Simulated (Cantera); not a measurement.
## Stirred combustor or abatement burner

A perfectly stirred reactor is fed with 5.76 % CH₄, 2.36 % H₂, 19.3 % O₂, 72.6 % N₂, equivalence ratio 0.66, at 27000 Pa; it is adiabatic with a 698 K inlet, and is followed from long to short residence time, starting on the burning branch (τ in s: 0.33, 0.12, 0.042, 0.015, 0.0053, 0.0019, 0.00067, 0.00024, 8.5e-05, 3e-05, 1.1e-05, 3.8e-06).

Detailed kinetics in Cantera: GRI-Mech 3.0 (53 species, 325 reactions).

```csv
τ (s),T (K),x CH₄,x H₂,x O₂,x C₂H₄,x NO₂,x NO,x HCN
0.33,2067,2.28e-6,0.000758,0.0654,3.18e-11,2.75e-7,0.000737,2.38e-8
0.12,2053,4.93e-6,0.00111,0.0657,1.14e-10,1.15e-7,0.000382,2.38e-8
0.042,2024,1.01e-5,0.00185,0.0661,3.16e-10,4.20e-8,0.000194,2.36e-8
0.015,1976,2.04e-5,0.00307,0.0668,7.80e-10,1.42e-8,9.28e-5,2.62e-8
0.0053,1907,4.37e-5,0.00474,0.0680,2.19e-9,4.96e-9,4.35e-5,3.44e-8
0.0019,1823,0.000102,0.00660,0.0698,7.80e-9,2.14e-9,2.27e-5,5.06e-8
0.00067,1730,0.000278,0.00838,0.0730,4.07e-8,1.03e-9,1.18e-5,8.32e-8
0.00024,1636,0.000933,0.0104,0.0802,3.79e-7,4.87e-10,5.07e-6,1.69e-7
8.5e-5,698,0.0576,0.0236,0.193,<1e-12,<1e-12,<1e-12,<1e-12
3.0e-5,698,0.0576,0.0236,0.193,<1e-12,<1e-12,<1e-12,<1e-12
1.1e-5,698,0.0576,0.0236,0.193,<1e-12,<1e-12,<1e-12,<1e-12
3.8e-6,698,0.0576,0.0236,0.193,<1e-12,<1e-12,<1e-12,<1e-12
```
x: mole fraction; the columns are a selection and need not sum to one.
